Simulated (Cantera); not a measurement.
A freely propagating, adiabatic, planar premixed flame of CH4 : O2 : N2 = 1 : 2.9 : 10.9 (molar parts), equivalence ratio 0.69, unburnt at 375 K and 15000 Pa; multicomponent+Soret transport, grid criteria slope 0.08 and curve 0.16, no radiation.

Detailed kinetics in Cantera: GRI-Mech 3.0 (53 species, 325 reactions). Burning velocities carry a grid error of a few per cent, more on coarse grids.

**Question.** Predict: laminar burning velocity; thermal thickness; peak x(HO2); peak x(O); peak x(CH2CO).

**Answer.** 
| Item | Value |
|---|---|
| laminar burning velocity | 55.4 cm/s |
| thermal thickness | 2.54 mm |
| peak x(HO2) | 0.000115 |
| peak x(O) | 0.00620 |
| peak x(CH2CO) | 2.02e-5 |
